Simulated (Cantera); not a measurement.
A closed system holds: 1 mol NiS, 3.6 mol H2, at 4200 Torr.

Method: chemical equilibrium by Gibbs-energy minimisation in Cantera with the NASA 1993 tables (ideal gas, pure condensed phases). Candidate condensed phases: Ni, NiS, NiS2, Ni3S2, Ni3S4, S; 9 gas species. The numbers say what is thermodynamically allowed, not how fast it happens.

Problem. Which condensed phases are stable at each of these points (T (K)): 675, 775, 875, 975, 1075, 1175, 1275?

Solution. 
| T (K) | condensed phases | Ni condensed (%) |
|---|---|---|
| 675 | Ni3S2(s) | 100.0 |
| 775 | Ni3S2(s) | 100.0 |
| 875 | Ni3S2(s) | 100.0 |
| 975 | Ni3S2(s) | 100.0 |
| 1075 | Ni3S2(l) | 100.0 |
| 1175 | Ni3S2(l) | 100.0 |
| 1275 | Ni3S2(l) | 100.0 |

From 675 K to 975 K the condensed part is Ni3S2(s). From 1075 K to 1275 K the condensed part is Ni3S2(l).
